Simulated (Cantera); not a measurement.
Charge: 1 mol Cr₂O₃, 1.1 mol H₂, 0.06 mol H₂O, at 1000 °C and 0.100 bar.

Cantera equilibrium calculation (NASA polynomials, part measured and part estimated; ideal gas, pure solids and liquids). Candidate condensed phases: Cr, Cr₂O₃, H₂O; 13 gas species. Kinetics and transport are ignored.

Base state: H₂ 0.948, H₂O 0.0517 (mole fractions); condensed: Cr₂O₃(s).

### Question
What changes in the equilibrium state with this change: Cr₂O₃ replaced by Ta₂O₅?

### Answer
```json
[
 {"species": "H₂", "before": "0.948", "after": "0.948"},
 {"species": "H₂O", "before": "0.0517", "after": "0.0517"},
 {"species": "Cr₂O₃(s), mol", "before": "1.00", "after": "0"},
 {"species": "Ta₂O₅(s), mol", "before": "0", "after": "1.00"}
]
```
Further candidate phases: Ta, Ta₂O₅.
